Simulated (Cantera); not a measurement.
Charge: 1 mol PbO, 1.2 mol H2, equilibrated at 575 °C and 62.0 Pa.

Equilibrium computed with Cantera from the NASA thermochemical tables; the gas is ideal and each condensed phase is pure. Candidate condensed phases: H2O, Pb, PbO, PbO2, Pb3O4; 12 gas species. Equilibrium is a limit: real reactors are often held back by kinetics, nucleation or transport.

Base state: H2O 0.833, H2 0.167, Pb 0.000482 (mole fractions); condensed: Pb(l).

Task: What changes in the equilibrium state with this change: 0.027 mol CH4 added?

Result: 
```json
[
 {"species": "H2O", "before": "0.833", "after": "0.740"},
 {"species": "H2", "before": "0.167", "after": "0.238"},
 {"species": "CO2", "before": "0", "after": "0.0191"},
 {"species": "Pb", "before": "0.000482", "after": "0.000482"},
 {"species": "CO", "before": "0", "after": "0.00199"},
 {"species": "Pb(l), mol", "before": "0.999", "after": "0.999"}
]
```
Further candidate phases: C, C6H6, C7H8, C8H18.
